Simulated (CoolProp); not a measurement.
The fluid at 481.38 K and 0.123 MPa is throttled through a valve to 0.0306 MPa with no heat exchange. The same conditions are run with several fluids, on thermodynamics alone (safety and materials aside).

Model: reference Helmholtz-energy equation of state of each fluid (octamethyltrisiloxane (MDM): Thol 2017; carbonyl sulfide: Lemmon 2006; n-octane: Beckmüller 2019; methanol: de Reuck 1993; water: Wagner 2002), in CoolProp.

Question: Rank octamethyltrisiloxane (MDM), carbonyl sulfide, n-octane, methanol, water by temperature change (K), highest first.

Answer: carbonyl sulfide (-0.6), n-octane (-1.3), octamethyltrisiloxane (MDM) (-1.4), methanol (-1.5), water (-2.1)

| fluid | final density (kg/m³) |
|---|---|
| octamethyltrisiloxane (MDM) | 1.84 |
| carbonyl sulfide | 0.460 |
| n-octane | 0.883 |
| methanol | 0.246 |
| water | 0.139 |
